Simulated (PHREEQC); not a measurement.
TMAH is added in steps, without added water, to 1 kg of water holding 0.042 mol NaHSO4, 7.7e-05 mol Na2B4O7 and 0.0079 mol LiCl, at 5 °C. Oxygen alone is held at its pressure in air (log pO2 = -0.68). The system is closed to CO2. The run lets Halite precipitate or redissolve, and no other solid.

Base run: PHREEQC, ion-association model, phreeqc.dat. Each further column changes one thing. The table gives pH.

```csv
TMAH added (mol),base,diluted 2-fold with water,LiCl from 0.0079 to 0.00711 mol/kgw,diluted 100-fold with water,no solid may form
0,1.67,(withheld),1.67,3.40,1.67
0.004219,1.73,2.01,1.73,(withheld),1.73
0.007031,1.76,2.10,1.77,12.51,1.76
0.01125,1.83,2.27,1.83,(withheld),1.83
0.01547,1.90,2.53,1.90,12.85,1.90
0.01828,1.96,2.85,1.96,12.92,1.96
0.0225,2.05,(withheld),2.05,(withheld),2.05
0.02672,2.17,12.38,2.17,13.08,2.17
0.02953,2.26,12.55,2.26,13.12,2.26
0.03375,2.45,(withheld),2.45,13.18,2.45
0.03797,2.78,12.85,2.78,13.23,2.78
0.04078,3.35,12.92,3.35,13.25,3.35
0.045,12.06,(withheld),12.06,13.29,12.06
```

Task: Complete the blanks.

Result: 
- 0, diluted 2-fold with water: 1.91
- 0.004219, diluted 100-fold with water: 12.28
- 0.01125, diluted 100-fold with water: 12.72
- 0.0225, diluted 2-fold with water: 11.78
- 0.0225, diluted 100-fold with water: 13.01
- 0.03375, diluted 2-fold with water: 12.73
- 0.045, diluted 2-fold with water: 13.00

(CH3)4N+ isn't in the database: it is added as a free cation with an ion size of 4 Å. At this temperature some constants are extrapolated from 25 °C, and those without enthalpy data are left unchanged.
